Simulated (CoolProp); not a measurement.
p-xylene along the isotherm 228.95 °C: density (kg/m³) from the reference equation and from simpler models built on Tc = 343.0 °C, pc = 3.532 MPa, ω = 0.324; each cubic takes its own stable root.

Model: reference Helmholtz-energy equation of state, Zhou 2012, in CoolProp.

| p (MPa) | phase | reference |
|---|---|---|
| 0.0558 | gas | 1.436 |
| 0.0942 | gas | 2.445 |
| 0.159 | gas | 4.189 |
| 0.268 | gas | 7.249 |
| 0.453 | gas | 12.88 |
| 0.764 | liquid | 651.2 |
| 1.29 | liquid | 653.4 |
| 2.18 | liquid | 656.9 |
| 3.67 | liquid | 662.4 |
| 6.2 | liquid | 670.7 |
| 10.5 | liquid | 682.8 |
| 17.7 | liquid | 699.5 |

Question: How far does each simpler model (van der Waals, Redlich-Kwong, Soave-Redlich-Kwong, Peng-Robinson) lie from the reference over these 12 states: mean and median of the absolute difference, and the worst?

Answer: 
- van der Waals: mean 33.0 %, median 37.1 %, worst -96.6 % at 228.95 °C and 0.764 MPa
- Redlich-Kwong: mean 17.0 %, median 14.2 %, worst -96.5 % at 228.95 °C and 0.764 MPa
- Soave-Redlich-Kwong: mean 8.1 %, median 11.5 %, worst -14.9 % at 228.95 °C and 0.764 MPa
- Peng-Robinson: mean 1.4 %, median 0.9 %, worst -3.4 % at 228.95 °C and 0.764 MPa

At some of these states van der Waals, Redlich-Kwong gives the other phase, because its saturation line lies elsewhere.
